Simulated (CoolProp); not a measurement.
Vapour-liquid equilibrium of propylene (1) + isobutane (2) at 15.7 bar; x and y are mole fractions of (1).

The numbers come from the multi-fluid Helmholtz-energy mixture model, Lemmon 2013 and Bücker 2006; pair parameters Bell 2016 in CoolProp.

Question: Give the bubble temperature and the first vapour's composition at x = 0.05, 0.55, 0.95. Is there an azeotrope?

Answer: x = 0.05: 83.5 °C, y = 0.100; x = 0.55: 59.2 °C, y = 0.694; x = 0.95: 40.1 °C, y = 0.983. No azeotrope shows between x = 0.05 and 0.95.

Pair parameters are fitted to limited data, so mixtures are less certain than the pure fluids.
